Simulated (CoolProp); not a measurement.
A single-stage vapour-compression cycle with R404A: evaporating at 241.15 K (dew point), condensing at 311.15 K (bubble point), superheat 2 K, subcooling 2 K, compressor efficiency 0.8, no pressure losses. Each further row changes one setting.

Computed with CoolProp (reference Helmholtz-energy equation of state, Lemmon 2003). It is a pseudo-pure fit of the blend.

```
case                              cooling COP  pressure ratio  discharge temperature (K)  refrigerating effect (kJ/kg)  volumetric capacity (kJ/m³)
--------------------------------  -----------  --------------  -------------------------  ----------------------------  ---------------------------
as stated                                1.69            9.37                      332.2                          96.4                          929
evaporating temperature 246.15 K         1.93            7.63                      330.2                          99.4                         1170
condensing temperature 306.15 K          1.94            8.28                      326.6                           104                         1010
subcooling 7 K                           1.83            9.37                      332.2                           105                         1010
superheat 12 K                           1.74            9.37                      342.3                           105                          960
compressor efficiency 0.7                1.48            9.37                      339.1                          96.4                          929
```
